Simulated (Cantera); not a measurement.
Source: NASA polynomial tables (part measured, part estimated), evaluated in Cantera. Values are per mole of reaction as written; species without (g) are pure solids or liquids, kept so even where they would boil at 1 bar.

Q: Between 300 and 1898 K, where is each reaction favourable under standard conditions?
- C + 2 PbCl₂(g) = 2 Pb(g) + CCl₄(g)

A: 
- C + 2 PbCl₂(g) = 2 Pb(g) + CCl₄(g): ΔG° is 637 kJ at 300 K and 587 kJ at 1898 K; it stays positive (K < 1). ΔH° is 658 kJ and ΔS° 38 J/K at 1898 K.
